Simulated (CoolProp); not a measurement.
R1234ze(Z) along the isotherm 440 K: fugacity coefficient from the reference equation and from simpler models built on Tc = 423.3 K, pc = 3531 kPa, ω = 0.327; each cubic takes its own stable root.

Values from CoolProp's reference Helmholtz-energy equation of state, Akasaka 2019.

```csv
p (kPa),phase,reference
3090,gas,0.7297
6180,supercritical,0.4852
9270,supercritical,0.3673
12400,supercritical,0.3086
15500,supercritical,0.2754
18500,supercritical,0.2554
21600,supercritical,0.2423
24700,supercritical,0.2340
27800,supercritical,0.2292
30900,supercritical,0.2269
34000,supercritical,0.2266
```

### Question
How far does each simpler model (van der Waals, Redlich-Kwong, Soave-Redlich-Kwong, Peng-Robinson) lie from the reference over these 11 states: mean and median of the absolute difference, and the worst?

### Answer
- van der Waals: mean 36.1 %, median 34.9 %, worst +72.6 % at 440 K and 34000 kPa
- Redlich-Kwong: mean 14.2 %, median 14.9 %, worst +25.0 % at 440 K and 34000 kPa
- Soave-Redlich-Kwong: mean 18.7 %, median 19.7 %, worst +30.8 % at 440 K and 34000 kPa
- Peng-Robinson: mean 7.1 %, median 7.9 %, worst +11.4 % at 440 K and 34000 kPa
